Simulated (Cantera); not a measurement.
Input: 1 mol FeS2, 0.48 mol H2S, 0.61 mol CO2, equilibrated at 1023 K and 0.590 bar.

These are equilibrium values from Cantera (NASA tables, ideal gas, pure condensed phases), not measurements of a reactor. Candidate condensed phases: C, C6H6, C7H8, C8H18, Fe, Fe(CO)5, FeO, Fe(OH)2, Fe(OH)3, FeS, FeSO4, FeS2, Fe2O3, Fe2(SO4)3, Fe3O4, H2O, H2SO4, S; 127 gas species. FeS: taken at fixed stoichiometry. Gases not in the tables: S3 to S7. Equilibrium is a limit: real reactors are often held back by kinetics, nucleation or transport.

Base state: S2 0.322, CO2 0.321, H2S 0.238, H2O 0.0551, COS 0.0335, CO 0.0229, H2 0.00512, SO2 0.00111 (mole fractions); condensed: FeS(s).

Question: What changes in the equilibrium state with this change: H2S from 0.48 to 1.4 mol?

Answer: 
```csv
species,before,after
H2S,0.238,0.472
S2,0.322,0.214
CO2,0.321,0.177
H2,0.00512,0.0125
CO,0.0229,0.0272
H2O,0.0551,0.0620
COS,0.0335,0.0326
SO2,0.00111,0.000194
S2O,0.000718,0.000222
"FeS(s), mol",1.00,1.00
```
